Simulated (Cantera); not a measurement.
A closed system holds: 1 mol B₂O₃, 2.4 mol O₂, 0.42 mol N₂, at 1350 °C and 11.0 Pa.

Method: chemical equilibrium by Gibbs-energy minimisation in Cantera with the NASA 1993 tables (ideal gas, pure condensed phases). Candidate condensed phases: B, BN, B₂O₃; 17 gas species. The numbers say what is thermodynamically allowed, not how fast it happens.

Question: What is the equilibrium state?

Answer: 
- x(O₂) = 0.617
- x(B₂O₃) = 0.248
- x(N₂) = 0.109
- x(BO₂) = 0.0231
- x(O) = 0.00143
- x(NO) = 0.00136
- x(BO) = 1.16e-5
- gas amount = 3.845 mol
- log10 activity of B(s) (absent) = -11.59
